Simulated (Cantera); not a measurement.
Input (Python, Cantera) and output of one run.

```python
import numpy as np
import cantera as ct

gas_names = """
    CL CL2 H HCL H2 Si SiCL SiCL2 SiCL3 SiCL4 SiH SiHCL3 SiH2 SiH2CL2 SiH3 SiH3CL SiH4 Si2 Si3
""".split()
cond_names = """
    Si(cr) Si(L)
""".split()


# ... load() reads the species with a 1 bar reference pressure and builds the phases ...
atoms = {
    'Si': {'Si': 1},
    'HCl': {'H': 1, 'CL': 1},
    'H2': {'H': 2},
}
top_T = {}  # K; cautious upper limits of use, not melting points


# ... equilibrate(T, P, feed) seeds the gas with the atoms and calls Mixture.equilibrate('TP', solver="vcs", rtol=1e-11, max_steps=5000) ...
results = []
feed = {'Si': 1, 'HCl': 1.4, 'H2': 14}  # mol
P = 10000  # Pa
for T in [825, 875, 925, 975, 1025, 1075, 1125, 1175, 1225, 1275, 1325, 1375, 1425, 1475]:
    mix = equilibrate(T, P, feed)
    results.append((T, P, feed, dict(zip(mix.species_names, mix.species_moles))))

top = {s: max(r[3][s] / sum(r[3][g] for g in gas_names) for r in results) for s in gas_names}
cols = sorted((s for s in top if top[s] > 1e-05), key=lambda s: -top[s])[:6]
seen = [c for c in cond_names if any(r[3].get(c, 0) > 1e-12 for r in results)]
print("log10 of partial pressures in bar; condensed amounts in mol")
print(f"{'T/K':>10s}" + "".join(f"{s[:9]:>10s}" for s in cols + seen))
for T, P, feed, n in results:
    ng = sum(n[g] for g in gas_names)
    print(f"{T:10.4g}" + "".join(f"{np.log10(max(n[s] / ng * P / 1e5, 1e-99)):10.3f}" for s in cols)
          + "".join(f"{n.get(c, 0):10.4g}" for c in seen))
```

It prints:

```
log10 of partial pressures in bar; condensed amounts in mol
       T/K        H2       HCL     SiCL4     SiCL2    SiHCL3     SiCL3    Si(cr)
       825    -1.012    -3.657    -2.797    -6.258    -3.059    -5.500    0.6223
       875    -1.013    -3.402    -2.804    -5.687    -3.074    -5.127    0.6296
       925    -1.013    -3.178    -2.818    -5.183    -3.094    -4.800    0.6404
       975    -1.015    -2.980    -2.842    -4.736    -3.120    -4.515    0.6551
      1025    -1.016    -2.806    -2.879    -4.343    -3.156    -4.271    0.6741
      1075    -1.019    -2.654    -2.936    -3.999    -3.206    -4.067    0.6964
      1125    -1.021    -2.525    -3.020    -3.702    -3.277    -3.906    0.7206
      1175    -1.025    -2.419    -3.142    -3.455    -3.376    -3.794    0.7437
      1225    -1.028    -2.337    -3.315    -3.258    -3.512    -3.736    0.7629
      1275    -1.030    -2.279    -3.545    -3.114    -3.691    -3.736    0.7761
      1325    -1.032    -2.243    -3.829    -3.016    -3.909    -3.790    0.7832
      1375    -1.033    -2.224    -4.148    -2.954    -4.153    -3.882    0.7856
      1425    -1.034    -2.214    -4.481    -2.915    -4.407    -3.995    0.7852
      1475    -1.034    -2.211    -4.811    -2.890    -4.658    -4.116    0.7833
```

Method: chemical equilibrium by Gibbs-energy minimisation in Cantera with the NASA 1993 tables (ideal gas, pure condensed phases). The tables' values for SiCl3 are old estimates; treat these amounts as uncertain.
